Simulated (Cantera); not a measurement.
Moist CO burnout

An isothermal, constant-pressure homogeneous reactor starts with CO : O2 : H2O : N2 = 0.0067 : 0.022 : 0.03 : 1 (molar parts), equivalence ratio 0.15, at 900 K and 1000000 Pa.

Computed with Cantera and GRI-Mech 3.0 (53 species, 325 reactions).

```csv
t (s),x CO,x O2,x H2O,x H2,x NO
0.000100,0.00633,0.0208,0.0283,<1e-12,<1e-12
0.000242,0.00633,0.0208,0.0283,<1e-12,<1e-12
0.000585,0.00633,0.0208,0.0283,<1e-12,<1e-12
0.00141,0.00633,0.0208,0.0283,<1e-12,<1e-12
0.00342,0.00633,0.0208,0.0283,<1e-12,<1e-12
0.00827,0.00633,0.0208,0.0283,2.35e-12,<1e-12
0.0200,0.00633,0.0208,0.0283,1.00e-11,<1e-12
0.0484,0.00633,0.0208,0.0283,5.15e-11,<1e-12
0.117,0.00633,0.0208,0.0283,3.13e-10,<1e-12
0.283,0.00632,0.0208,0.0283,2.34e-9,<1e-12
0.684,0.00630,0.0208,0.0283,2.24e-8,<1e-12
1.65,0.00611,0.0207,0.0283,1.91e-7,<1e-12
4.00,0.00547,0.0204,0.0283,7.33e-7,<1e-12
```
x: mole fraction; the columns are a selection and need not sum to one.

Equilibrium at this temperature and pressure: CO <1e-12, O2 0.0177, H2O 0.0284, H2 <1e-12, NO 2.95e-6 (gas phase only).
